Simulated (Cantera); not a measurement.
Cantera run, input and output.

```python
import numpy as np
import cantera as ct

gas = ct.Solution("h2o2.yaml")
gas.TPX = 350, 100000, {'H2': 1, 'O2': 0.833, 'N2': 3.13}
flame = ct.FreeFlame(gas, width=0.04)
flame.set_refine_criteria(ratio=3, slope=0.08, curve=0.16)
flame.transport_model = "mixture-averaged"
flame.solve(loglevel=0, auto=True)
z, T = flame.grid, flame.T
thick = (T[-1] - T[0]) / np.gradient(T, z).max()
show = ['H2', 'O2', 'OH', 'H2O2', 'O', 'H']
print(f"laminar burning velocity  {flame.velocity[0] * 100:.3f} cm/s")
print(f"burnt temperature         {T[-1]:.1f} K")
print(f"thermal thickness         {thick * 1e3:.4f} mm")
print(f"grid points               {len(z)}")
z0 = z[flame.heat_release_rate.argmax()]
print(f"{'z/mm':>9s}{'T/K':>9s}{'u/(m/s)':>9s}" + "".join(f"{s:>11s}" for s in show))
rows = []
for k in (-3, -2, -1.5, -1, -0.5, -0.25, 0, 0.25, 0.5, 1, 2, 4, 8):
    zz = z0 + k * thick
    rows.append([k * thick, np.interp(zz, z, T), np.interp(zz, z, flame.velocity),
                 *(np.interp(zz, z, flame.X[gas.species_index(s)]) for s in show)])
    print(f"{rows[-1][0] * 1e3:9.3f}{rows[-1][1]:9.1f}{rows[-1][2]:9.3f}" + "".join(f"{x:11.3e}" for x in rows[-1][3:]))
```

It prints:

```
laminar burning velocity  110.238 cm/s
burnt temperature         1845.3 K
thermal thickness         0.3735 mm
grid points               114
     z/mm      T/K  u/(m/s)         H2         O2         OH       H2O2          O          H
   -1.121    350.0    1.102  2.013e-01  1.679e-01  1.113e-13  2.409e-10  3.391e-11  4.781e-15
   -0.747    350.1    1.101  2.004e-01  1.681e-01  2.791e-12  9.322e-09  7.232e-10  1.113e-13
   -0.560    350.8    1.100  1.977e-01  1.686e-01  8.337e-11  1.294e-07  5.837e-09  2.295e-12
   -0.374    356.2    1.106  1.889e-01  1.704e-01  6.819e-09  1.706e-06  4.893e-08  1.807e-10
   -0.187    463.5    1.385  1.495e-01  1.740e-01  2.906e-05  5.628e-05  4.990e-06  1.119e-05
   -0.093    766.3    2.231  1.065e-01  1.623e-01  5.516e-04  6.191e-05  2.015e-04  1.112e-03
    0.000   1118.7    3.215  6.025e-02  1.335e-01  1.647e-03  1.591e-05  2.003e-03  5.642e-03
    0.093   1364.5    3.910  2.699e-02  1.030e-01  4.245e-03  5.520e-06  4.983e-03  9.027e-03
    0.187   1506.7    4.311  1.294e-02  8.762e-02  6.317e-03  3.053e-06  6.164e-03  8.423e-03
    0.374   1645.9    4.692  6.413e-03  8.017e-02  7.410e-03  1.451e-06  5.085e-03  4.878e-03
    0.747   1749.2    4.966  3.445e-03  7.828e-02  6.494e-03  7.125e-07  2.782e-03  1.779e-03
    1.494   1807.1    5.115  1.425e-03  7.800e-02  4.529e-03  3.694e-07  1.130e-03  4.400e-04
    2.988   1832.7    5.180  4.572e-04  7.828e-02  2.681e-03  1.826e-07  3.633e-04  7.793e-05
```

Cantera simulation using the H2/O2 subset of GRI-Mech 3.0, which has no nitrogen chemistry; the numbers are that mechanism's predictions, not measurements. Burning velocities carry a grid error of a few per cent, more on coarse grids. Lean hydrogen flames are cellular in practice and burn faster than this planar one.
